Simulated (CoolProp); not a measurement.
CH2F2 (R32) along the isotherm 399.4 K: Z from the reference equation and from simpler models built on Tc = 351.3 K, pc = 57.83 bar, ω = 0.277; each cubic takes its own stable root.

The numbers come from the reference Helmholtz-energy equation of state, Tillner-Roth 1997 in CoolProp.

```tsv
p (bar)	phase	reference
0.457	gas	0.9981
1.04	gas	0.9956
2.37	gas	0.9900
5.39	gas	0.9771
12.3	gas	0.9471
27.9	gas	0.8768
63.5	supercritical	0.7005
145	supercritical	0.4200
```

Problem. How far does each simpler model (van der Waals, Soave-Redlich-Kwong, Peng-Robinson) lie from the reference over these 8 states: mean and median of the absolute difference, and the worst?

Solution. 
- van der Waals: mean 3.8 %, median 0.4 %, worst +27.2 % at 399.4 K and 145 bar
- Soave-Redlich-Kwong: mean 4.7 %, median 0.5 %, worst +29.6 % at 399.4 K and 145 bar
- Peng-Robinson: mean 2.7 %, median 0.1 %, worst +20.3 % at 399.4 K and 145 bar
